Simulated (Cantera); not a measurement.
Equilibrium for boron, boron nitride and boron oxide: BCl3 + N2 + O2

Feed: 1 mol BCl3, 3.5 mol N2, a varied amount of O2, equilibrated at 1023 K and 36.0 mbar.

Equilibrium computed with Cantera from the NASA thermochemical tables; the gas is ideal and each condensed phase is pure. Candidate condensed phases: B, BN, B2O3; 25 gas species. Equilibrium is a limit: real reactors are often held back by kinetics, nucleation or transport.

| n(O2) (mol) | x N2 | x O2 | x Cl2 | x BCl3 | x B3O3Cl3 | n B2O3(l) |
|---|---|---|---|---|---|---|
| 0.27 | 0.747 | 1.92e-11 | 0.115 | 0.112 | 0.0245 | 0.0655 |
| 1 | 0.666 | 0.0476 | 0.285 | 3.95e-8 | 8.60e-9 | 0.500 |
| 1.7 | 0.588 | 0.160 | 0.251 | 1.32e-8 | 2.88e-9 | 0.500 |
| 2.5 | 0.518 | 0.259 | 0.221 | 7.59e-9 | 1.66e-9 | 0.500 |
| 3.2 | 0.469 | 0.329 | 0.201 | 5.48e-9 | 1.19e-9 | 0.500 |
| 3.9 | 0.429 | 0.386 | 0.183 | 4.24e-9 | 9.24e-10 | 0.500 |
| 4.7 | 0.391 | 0.441 | 0.167 | 3.34e-9 | 7.27e-10 | 0.500 |
| 5.4 | 0.362 | 0.482 | 0.155 | 2.79e-9 | 6.08e-10 | 0.500 |
| 6.1 | 0.338 | 0.517 | 0.144 | 2.38e-9 | 5.19e-10 | 0.500 |
| 6.9 | 0.314 | 0.551 | 0.134 | 2.03e-9 | 4.42e-10 | 0.500 |
x: gas mole fraction; n: condensed amount in mol.

From 0.27 mol O2 to 6.9 mol O2 the condensed part is B2O3(l).
